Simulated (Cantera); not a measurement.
# Low-pressure radical oxidation in H2/O2

An isothermal, constant-pressure homogeneous reactor starts with H2 : O2 = 0.0069 : 1 (molar parts), equivalence ratio 0.0034, at 925 K and 3.30 Torr.

Detailed kinetics in Cantera: GRI-Mech 3.0 (53 species, 325 reactions). Radical loss at walls, strong at low pressure, is not modelled. Below about 950 K walls govern HO2 and H2O2 in real vessels.

```tsv
t (s)	x H2	x O2	x H2O2	x H2O	x OH
8.00e-5	0.00685	0.993	<1e-12	<1e-12	<1e-12
0.000248	0.00685	0.993	<1e-12	<1e-12	<1e-12
0.000767	0.00685	0.993	<1e-12	<1e-12	<1e-12
0.00237	0.00685	0.993	<1e-12	1.40e-12	3.69e-12
0.00734	0.00685	0.993	<1e-12	2.18e-11	1.88e-11
0.0227	0.00685	0.993	<1e-12	6.71e-10	3.01e-10
0.0704	0.00685	0.993	1.14e-12	1.67e-6	6.82e-7
0.218	0.000102	0.989	9.34e-9	0.00639	0.000257
0.674	1.19e-5	0.991	3.77e-9	0.00676	0.000107
2.09	2.75e-6	0.993	3.43e-9	0.00684	5.15e-5
6.46	3.84e-7	0.993	2.69e-9	0.00687	2.00e-5
20.0	4.50e-8	0.993	1.55e-9	0.00687	7.22e-6
```
x: mole fraction; the columns are a selection and need not sum to one.

Equilibrium at this temperature and pressure: H2 <1e-12, O2 0.993, H2O2 <1e-12, H2O 0.00688, OH 3.55e-8 (gas phase only).
